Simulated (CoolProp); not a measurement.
Saturation properties of hydrogen chloride (Tc = 51.5 °C, pc = 83.14 bar, ω = 0.130).

Model: reference Helmholtz-energy equation of state, Thol 2018, in CoolProp.

```tsv
T (°C)	p (bar)	liquid density (kg/m³)	enthalpy of vaporisation (kJ/kg)	liquid cp (kJ/(kg K))
-97.75	0.4628	1216	456.9	1.657
-93.45	0.6109	?	452.6	1.657
-89.25	0.7901	1195	?	1.658
-85.05	1.009	1185	443.8	1.660
-80.85	1.274	1175	439.3	?
-76.65	1.590	1164	434.6	1.666
-72.45	1.965	1153	429.8	1.670
-68.25	2.405	1143	424.9	1.675
-64.05	2.919	1131	419.8	?
-59.85	3.513	1120	414.5	1.690
-55.65	4.195	1109	409.0	1.698
-51.45	4.974	1097	403.4	1.709
-47.25	5.859	1085	397.5	1.720
-43.05	6.857	1073	?	1.733
```

**Question.** Fill in the missing entries.

**Answer.** 
- -93.45, liquid density (kg/m³): 1206
- -89.25, enthalpy of vaporisation (kJ/kg): 448.3
- -80.85, liquid cp (kJ/(kg K)): 1.662
- -64.05, liquid cp (kJ/(kg K)): 1.682
- -43.05, enthalpy of vaporisation (kJ/kg): 391.4

It boils at -85.0 °C under 1 atm.
